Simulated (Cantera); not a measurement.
A perfectly stirred reactor is fed with 0.925 % CO, 0.636 % O2, 2.12 % H2O, 96.3 % N2, at 180 Torr; it is held at 1473 K, and followed from long to short residence time.

Computed with Cantera and GRI-Mech 3.0 (53 species, 325 reactions).

One state of this run: x CO = 0.00557; x O2 = 0.00487; x H2O = 0.0195; x H2 = 0.000938; x NO = 1.13e-7; x H = 0.00103. x: mole fraction; the columns are a selection and need not sum to one.

Question: Which value of τ (s) does it belong to?
A. 5.8
B. 0.20
C. 1.9
D. 0.0021

Answer: D, 0.0021
